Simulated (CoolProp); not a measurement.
Vapour-liquid equilibrium of m-xylene (1) + n-undecane (2) at 0.02 MPa; x and y are mole fractions of (1).

Model: multi-fluid Helmholtz-energy mixture model, Zhou 2012 and Aleksandrov 2011; pair parameters Bell 2016, in CoolProp.

Problem. Give the bubble temperature and the first vapour's composition at x = 0.35, 0.8, 0.95. Is there an azeotrope?

Solution. x = 0.35: 384.7 K, y = 0.763; x = 0.8: 366.1 K, y = 0.968; x = 0.95: 361.8 K, y = 0.994. No azeotrope shows between x = 0.05 and 0.95.

Pair parameters are fitted to limited data, so mixtures are less certain than the pure fluids.
